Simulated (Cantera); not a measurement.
Input: 1 mol Cr2O3, 42 mol H2, 0.059 mol H2O, equilibrated at 1.00 Torr.

Method: chemical equilibrium by Gibbs-energy minimisation in Cantera with the NASA 1993 tables (ideal gas, pure condensed phases). Candidate condensed phases: Cr, Cr2O3, H2O; 13 gas species. Rates play no part.

Which condensed phases are stable at each of these points (T (°C)): 1502, 1527, 1552, 1577, 1602, 1627, 1652, 1677, 1702?


```
T (°C)  condensed phases  Cr condensed (%)
------  ----------------  ----------------
1502            Cr2O3(s)              78.8
1527            Cr2O3(s)              73.5
1552            Cr2O3(s)              67.2
1577            Cr2O3(s)              59.6
1602            Cr2O3(s)              50.6
1627            Cr2O3(s)              39.9
1652            Cr2O3(s)              27.3
1677            Cr2O3(s)              12.4
1702            gas only               0.0
```

From 1502 °C to 1677 °C the condensed part is Cr2O3(s). At 1702 °C nothing is condensed.
